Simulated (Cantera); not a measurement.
Input (Python, Cantera):

```python
import numpy as np
import cantera as ct

gas = ct.Solution("gri30.yaml")
gas.TPX = 1450, 44000, {'CO': 1, 'H2': 0.071, 'O2': 0.754, 'N2': 2.84}
reactor = ct.IdealGasReactor(gas, energy="on", clone=False)
net = ct.ReactorNet([reactor])
net.rtol, net.atol = 1e-08, 1e-16
show = ['CO', 'H2', 'O2', 'H2O2', 'NO', 'O', 'NO2']
times = np.geomspace(1e-05, 0.2, 11)

steps = ct.SolutionArray(gas, extra=["t"])
rows = []
print(f"{'t/s':>10s}{'T/K':>9s}{'P/Pa':>11s}" + "".join(f"{s:>11s}" for s in show))
for t in times:
    while net.time < t:
        t_next = net.step()
        steps.append(gas.state, t=t_next)
    rows.append([np.interp(t, steps.t, y) for y in (steps.T, steps.P, *steps(*show).X.T)])
    print(f"{t:10.3e}{rows[-1][0]:9.1f}{rows[-1][1]:11.4g}" + "".join(f"{x:11.3e}" for x in rows[-1][2:]))
rate = np.gradient(steps.T, steps.t)
print("integrator steps:", len(steps.t))
if steps.T.max() > steps.T[0] + 200:
    print(f"time of steepest temperature rise: {steps.t[rate.argmax()]:.4e} s")
gas.TPX = 1450, 44000, {'CO': 1, 'H2': 0.071, 'O2': 0.754, 'N2': 2.84}
gas.equilibrate("UV")
print(f"equilibrium (UV): T = {gas.T:.1f} K  " + "  ".join(f"{s} {gas[s].X[0]:.3e}" for s in show))
```

Result:

```
       t/s      T/K       P/Pa         CO         H2         O2       H2O2         NO          O        NO2
 1.000e-05   1450.0    4.4e+04  2.144e-01  1.522e-02  1.616e-01  3.793e-11  1.955e-15  2.527e-07  1.896e-21
 2.692e-05   1450.0    4.4e+04  2.144e-01  1.522e-02  1.616e-01  2.606e-10  3.952e-14  2.953e-06  2.440e-19
 7.248e-05   1452.6  4.408e+04  2.129e-01  1.331e-02  1.593e-01  8.600e-08  8.541e-10  1.436e-03  2.270e-13
 1.951e-04   1711.5  5.142e+04  1.407e-01  9.783e-04  9.808e-02  1.001e-07  9.883e-06  4.582e-02  2.929e-09
 5.253e-04   2188.1  6.396e+04  1.081e-01  1.192e-03  8.563e-02  3.056e-08  1.534e-04  3.613e-02  4.175e-08
 1.414e-03   2614.6  7.441e+04  8.474e-02  8.827e-04  8.133e-02  1.975e-08  2.408e-03  1.798e-02  8.595e-07
 3.807e-03   2729.7  7.699e+04  7.462e-02  7.595e-04  7.427e-02  2.846e-08  1.185e-02  1.296e-02  4.399e-06
 1.025e-02   2725.8  7.682e+04  7.403e-02  7.592e-04  7.165e-02  2.815e-08  1.723e-02  1.236e-02  6.312e-06
 2.759e-02   2725.5  7.681e+04  7.400e-02  7.592e-04  7.150e-02  2.813e-08  1.754e-02  1.233e-02  6.418e-06
 7.429e-02   2725.5  7.681e+04  7.400e-02  7.592e-04  7.150e-02  2.813e-08  1.754e-02  1.233e-02  6.419e-06
 2.000e-01   2725.5  7.681e+04  7.400e-02  7.592e-04  7.150e-02  2.813e-08  1.754e-02  1.233e-02  6.419e-06
integrator steps: 1325
time of steepest temperature rise: 1.7315e-04 s
equilibrium (UV): T = 2725.5 K  CO 7.400e-02  H2 7.592e-04  O2 7.150e-02  H2O2 2.813e-08  NO 1.754e-02  O 1.233e-02  NO2 6.419e-06
```

Model: GRI-Mech 3.0 (53 species, 325 reactions), integrated in Cantera.
